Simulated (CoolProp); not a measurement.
Vapour-liquid equilibrium of n-butane (1) + benzene (2) at 113.95 °C; x and y are mole fractions of (1).

Model: multi-fluid Helmholtz-energy mixture model, Bücker 2006 and Thol 2012; pair parameters Bell 2016, in CoolProp.

| x | bubble pressure (kPa) | y at the bubble point | dew pressure at overall composition x (kPa) | liquid density (mol/L) |
|---|---|---|---|---|
| 0.05 | 350.5 | 0.280 | 271.5 | 9.842 |
| 0.2 | 631.1 | 0.635 | 318.3 | 9.610 |
| 0.35 | 901.5 | 0.772 | 384.3 | 9.344 |
| 0.5 | 1151 | 0.845 | 484.2 | 9.038 |
| 0.65 | 1384 | 0.895 | 652.2 | 8.683 |
| 0.8 | 1618 | 0.937 | 984.6 | 8.264 |
| 0.95 | 1883 | 0.982 | 1694 | 7.758 |

No azeotrope shows between x = 0.05 and 0.95.

Pair parameters are fitted to limited data, so mixtures are less certain than the pure fluids. The gap from Raoult's law changes sign with composition, which may be real or a fault of the pair parameters; it wasn't checked against measurements.
